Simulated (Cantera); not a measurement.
An adiabatic, constant-volume homogeneous reactor starts with C3H8 : O2 : N2 = 1 : 3.57 : 9.64 (molar parts), at 1600 K and 0.957 atm. Integrator tolerance rtol = 1e-08.

Detailed kinetics in Cantera: GRI-Mech 3.0 (53 species, 325 reactions). GRI-Mech 3.0 was tuned for natural gas; its chemistry of propane as a main component is partial and can be far from experiment. Above 3000 K some thermodynamic fits are extrapolated.

Task: What does this change do: C3H8 1 to 2 parts?

Result: 
```tsv
quantity	before	after
time of steepest temperature rise	28.6 µs	32.4 µs
temperature at 0.400 s	3114 K	2696 K
equilibrium temperature	3114 K	2696 K
x(C3H8) at 0.400 s	<1e-12 (gas-phase equilibrium <1e-12)	<1e-12 (gas-phase equilibrium <1e-12)
x(O2) at 0.400 s	0.00848 (gas-phase equilibrium 0.00848)	1.75e-6 (gas-phase equilibrium 1.75e-6)
x(H2O) at 0.400 s	0.133 (gas-phase equilibrium 0.133)	0.0416 (gas-phase equilibrium 0.0416)
x(H2O2) at 0.400 s	3.83e-7 (gas-phase equilibrium 3.83e-7)	9.18e-10 (gas-phase equilibrium 9.18e-10)
x(C2H2) at 0.400 s	<1e-12 (gas-phase equilibrium <1e-12)	2.62e-11 (gas-phase equilibrium 2.88e-11)
```

Task: What does this change do: constant pressure in place of constant volume?

Result: 
```tsv
quantity	before	after
time of steepest temperature rise	28.6 µs	33.5 µs
temperature at 0.400 s	3114 K	2910 K
equilibrium temperature	3114 K	2910 K
x(C3H8) at 0.400 s	<1e-12 (gas-phase equilibrium <1e-12)	<1e-12 (gas-phase equilibrium <1e-12)
x(O2) at 0.400 s	0.00848 (gas-phase equilibrium 0.00848)	0.00675 (gas-phase equilibrium 0.00675)
x(H2O) at 0.400 s	0.133 (gas-phase equilibrium 0.133)	0.145 (gas-phase equilibrium 0.145)
x(H2O2) at 0.400 s	3.83e-7 (gas-phase equilibrium 3.83e-7)	1.77e-7 (gas-phase equilibrium 1.77e-7)
x(C2H2) at 0.400 s	<1e-12 (gas-phase equilibrium <1e-12)	<1e-12 (gas-phase equilibrium <1e-12)
```
